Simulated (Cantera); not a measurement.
Charge: 1 mol PbO, 0.69 mol H2, 21 mol N2, held at 0.00720 bar.

These are equilibrium values from Cantera (NASA tables, ideal gas, pure condensed phases), not measurements of a reactor. Candidate condensed phases: H2O, Pb, PbO, PbO2, Pb3O4; 27 gas species. Mutual solubility and eutectic melting of coexisting phases are not modelled. Equilibrium is a limit: real reactors are often held back by kinetics, nucleation or transport.

x: gas mole fraction; n: condensed amount in mol.

| T (K) | x N2 | x H2O | x Pb | x PbO | x H2 | x Pb2 | x OH | n Pb(l) | n PbO(red) | n PbO(yellow) |
|---|---|---|---|---|---|---|---|---|---|---|
| 750 | 0.968 | 0.0318 | 1.32e-6 | 5.82e-10 | 1.54e-6 | <1e-12 | <1e-12 | 0.690 | 0.310 | 0 |
| 800 | 0.968 | 0.0318 | 8.53e-6 | 9.72e-9 | 2.01e-6 | <1e-12 | <1e-12 | 0.690 | 0 | 0.310 |
| 850 | 0.968 | 0.0318 | 4.42e-5 | 1.16e-7 | 2.55e-6 | ? | 2.72e-12 | 0.689 | 0 | 0.310 |
| 900 | 0.968 | 0.0318 | 0.000190 | 1.04e-6 | 3.17e-6 | ? | 2.31e-11 | 0.686 | 0 | 0.310 |
| 950 | 0.968 | 0.0318 | 0.000699 | 7.33e-6 | 3.88e-6 | ? | 1.56e-10 | 0.675 | 0 | 0.310 |
| 1000 | 0.966 | 0.0317 | 0.00225 | 4.23e-5 | 4.67e-6 | ? | 8.68e-10 | 0.641 | 0 | 0.309 |
| 1050 | 0.962 | 0.0316 | 0.00646 | 0.000206 | 5.54e-6 | ? | 4.10e-9 | 0.549 | 0 | 0.306 |

**Question.** Some entries are withheld; supply them.

**Answer.** 
- 850, x Pb2: 9.76e-12
- 900, x Pb2: 1.13e-10
- 950, x Pb2: 1.00e-9
- 1000, x Pb2: 7.08e-9
- 1050, x Pb2: 4.14e-8
